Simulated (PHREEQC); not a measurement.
0.95 g of hydrous ferric oxide (600 m²/g; 0.2 weak and 0.005 strong sites per Fe, Dzombak-Morel constants, diffuse double layer) in 1 kg of water with 0.1 mol/kgw of an inert sodium salt and 0.55 mmol/kgw CaCl2 and 0.27 mmol/kgw Na2HAsO4, at 25 °C; the pH is set by adding NaOH or the inert anion's acid. Oxygen alone is held at its pressure in air (log pO2 = -0.68). The system is closed to CO2. Precipitation was switched off in this run.

Computed with PHREEQC (ion-association model, wateq4f.dat).

```json
[
 {"pH": "3", "Ca sorbed (%)": "0.0", "As sorbed (%)": "100.0", "surface charge σ (C/m²)": "0.309", "surface potential ψ (mV)": "144"},
 {"pH": "3.38", "Ca sorbed (%)": "0.0", "As sorbed (%)": "100.0", "surface charge σ (C/m²)": "0.296", "surface potential ψ (mV)": "142"},
 {"pH": "3.75", "Ca sorbed (%)": "0.0", "As sorbed (%)": "100.0", "surface charge σ (C/m²)": "0.277", "surface potential ψ (mV)": "138"},
 {"pH": "4.12", "Ca sorbed (%)": "0.0", "As sorbed (%)": "100.0", "surface charge σ (C/m²)": "0.254", "surface potential ψ (mV)": "134"},
 {"pH": "4.5", "Ca sorbed (%)": "0.0", "As sorbed (%)": "100.0", "surface charge σ (C/m²)": "0.222", "surface potential ψ (mV)": "127"},
 {"pH": "4.88", "Ca sorbed (%)": "0.0", "As sorbed (%)": "100.0", "surface charge σ (C/m²)": "0.185", "surface potential ψ (mV)": "118"},
 {"pH": "5.25", "Ca sorbed (%)": "0.0", "As sorbed (%)": "100.0", "surface charge σ (C/m²)": "0.147", "surface potential ψ (mV)": "106"},
 {"pH": "5.62", "Ca sorbed (%)": "0.1", "As sorbed (%)": "100.0", "surface charge σ (C/m²)": "0.111", "surface potential ψ (mV)": "93"},
 {"pH": "6", "Ca sorbed (%)": "0.2", "As sorbed (%)": "100.0", "surface charge σ (C/m²)": "0.079", "surface potential ψ (mV)": "76"},
 {"pH": "6.38", "Ca sorbed (%)": "1.0", "As sorbed (%)": "100.0", "surface charge σ (C/m²)": "0.053", "surface potential ψ (mV)": "59"},
 {"pH": "6.75", "Ca sorbed (%)": "3.1", "As sorbed (%)": "100.0", "surface charge σ (C/m²)": "0.034", "surface potential ψ (mV)": "41"},
 {"pH": "7.12", "Ca sorbed (%)": "6.6", "As sorbed (%)": "100.0", "surface charge σ (C/m²)": "0.018", "surface potential ψ (mV)": "24"},
 {"pH": "7.5", "Ca sorbed (%)": "10.2", "As sorbed (%)": "100.0", "surface charge σ (C/m²)": "0.004", "surface potential ψ (mV)": "5"},
 {"pH": "7.88", "Ca sorbed (%)": "16.6", "As sorbed (%)": "99.9", "surface charge σ (C/m²)": "-0.010", "surface potential ψ (mV)": "-14"},
 {"pH": "8.25", "Ca sorbed (%)": "34.3", "As sorbed (%)": "99.6", "surface charge σ (C/m²)": "-0.023", "surface potential ψ (mV)": "-29"},
 {"pH": "8.62", "Ca sorbed (%)": "61.9", "As sorbed (%)": "99.2", "surface charge σ (C/m²)": "-0.034", "surface potential ψ (mV)": "-42"},
 {"pH": "9", "Ca sorbed (%)": "84.3", "As sorbed (%)": "98.8", "surface charge σ (C/m²)": "-0.045", "surface potential ψ (mV)": "-52"}
]
```

Species that the database lacks are ignored. The database has no arsenate complexes of Ca. The oxide is taken as insoluble; below pH 4 it would dissolve.
